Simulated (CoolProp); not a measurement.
The fluid at 240 K and 0.762 MPa (liquid) is heated at constant pressure to 274.7 K. The same conditions are run with several fluids, on thermodynamics alone (safety and materials aside).

Model: reference Helmholtz-energy equation of state of each fluid (chloromethane (R40): Thol 2014; R125: Lemmon 2005; R245fa: Akasaka 2015; ethanol: Schroeder 2014; toluene: Lemmon 2006), in CoolProp.

```csv
fluid,heat (kJ/kg),final density (kg/m³)
chloromethane (R40),54.8,958
R125,41.5,1310
R245fa,42.7,1400
ethanol,75.2,806
toluene,54.9,884
```
